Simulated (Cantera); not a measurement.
Input: 1 mol MgO, 3.8 mol SO3, 0.036 mol H2O, 1.1 mol SO2, at 1823.15 K and 3500 Pa.

Equilibrium computed with Cantera from the NASA thermochemical tables; the gas is ideal and each condensed phase is pure. Candidate condensed phases: H2O, H2SO4, Mg, MgO, Mg(OH)2, MgS, MgSO4, S; 26 gas species. Kinetics and transport are ignored.

Base state: SO2 0.716, O2 0.277, H2O 0.00504, SO3 0.000685, OH 0.000441, O 0.000425, SO 0.000186 (mole fractions); condensed: MgO(s).

Problem. What changes in the equilibrium state with this change: temperature from 1823.15 K to 1148 K?

Solution. 
| species | before | after |
|---|---|---|
| SO2 | 0.716 | 0.714 |
| O2 | 0.277 | 0.252 |
| SO3 | 0.000685 | 0.0268 |
| SO | 0.000186 | 1.58e-9 |
| O | 0.000425 | 2.13e-8 |
| OH | 0.000441 | 9.05e-7 |
| H2O | 0.00504 | 0.00684 |
| MgO(s), mol | 1.000 | 0 |
| MgSO4(s), mol | 0 | 1.00 |
